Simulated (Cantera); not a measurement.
An isothermal, constant-pressure homogeneous reactor starts with 0.437 % CO, 4.56 % O2, 0.0598 % H2O, 94.9 % N2, equivalence ratio 0.048, at 1250 K and 760 Torr.

Cantera simulation using GRI-Mech 3.0 (53 species, 325 reactions); the numbers are that mechanism's predictions, not measurements.

One state of this run: x CO = 7.39e-6; x O2 = 0.0435; x H2O = 0.000598; x H2 = 6.77e-9; x CO2 = 0.00437; x H = 1.91e-9; x OH = 2.02e-6. x: mole fraction; the columns are a selection and need not sum to one.

Task: Which value of t (s) does it belong to?
A. 1.00e-6
B. 2.00
C. 0.399
D. 0.00317

Result: C, 0.399
